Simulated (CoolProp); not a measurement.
Vapour-liquid equilibrium of R125 (1) + R115 (2) at 245.9 K; x and y are mole fractions of (1).

The numbers come from the multi-fluid Helmholtz-energy mixture model, Lemmon 2005 and Lemmon 2016; pair parameters Bell 2016 in CoolProp.

Problem. Give the bubble pressure and the first vapour's composition at x = 0.35, 0.5, 0.8. Is there an azeotrope?

Solution. x = 0.35: 0.2357 MPa, y = 0.488; x = 0.5: 0.2496 MPa, y = 0.596; x = 0.8: 0.2615 MPa, y = 0.802. y crosses x between x = 0.8 and 0.95: the model has an azeotrope there.

Pair parameters are fitted to limited data, so mixtures are less certain than the pure fluids.
